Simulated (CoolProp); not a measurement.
Vapour-liquid equilibrium of R143a (1) + R134a (2) at -36.25 °C; x and y are mole fractions of (1).

The numbers come from the multi-fluid Helmholtz-energy mixture model, Lemmon and Jacobsen 2000 and Tillner-Roth 1994; pair parameters Lemmon 2004 in CoolProp.

```tsv
x	bubble pressure, mixture model (bar)	bubble pressure, Raoult's law (bar)	y, mixture model	y, Raoult's law
0.05	0.6721	0.6731	(withheld)	0.123
0.15	0.7744	0.7770	0.312	0.320
0.25	0.8773	0.8809	0.461	0.471
0.35	0.9806	0.9847	(withheld)	0.590
0.45	1.084	1.089	0.676	0.686
0.55	(withheld)	1.192	0.756	0.766
0.65	1.292	1.296	(withheld)	0.832
0.75	1.396	1.400	0.883	0.889
0.85	(withheld)	1.504	0.934	0.938
0.95	1.607	1.608	0.979	0.981
```

Task: Complete the blanks.

Result: 
- 0.05, y, mixture model: 0.119
- 0.35, y, mixture model: 0.580
- 0.55, bubble pressure, mixture model (bar): 1.188
- 0.65, y, mixture model: 0.824
- 0.85, bubble pressure, mixture model (bar): 1.501

The largest gap from Raoult's law is -0.4 % in bubble pressure, at x = 0.35. No azeotrope shows between x = 0.05 and 0.95.

Pair parameters are fitted to limited data, so mixtures are less certain than the pure fluids.
